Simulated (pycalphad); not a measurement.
CALPHAD calculation (pycalphad, COST 507 light-alloy database (1999)), 1 atm. The data set is of 1999 and partly superseded. Phase fractions are per mole of atoms.

Question: Give the equilibrium state of Si-1.59Al (at.%) at 1200 K.

Answer: DIAMOND_A4, fraction 0.975, with <0.01 Al at.%; LIQUID, fraction 0.025, with 62.3 Al at.%.

Question: Give the equilibrium state of Si-1.59Al (at.%) at 700 K.

Answer: 
```
T = 700.00 K, P = 101325 Pa, N = 1 mol of atoms
G = -17602 J/mol, H = 9292 J/mol, S = 38.42 J/(mol K)  (SER reference)
chemical potentials (J/mol): Si -17484, Al -24892
phase             fraction      x(Si)      x(Al)
DIAMOND_A4          0.9840     1.0000   2.92e-08
FCC_A1              0.0160     0.0035     0.9965
```

FCC_A1 is fcc; DIAMOND_A4 is diamond (Si).
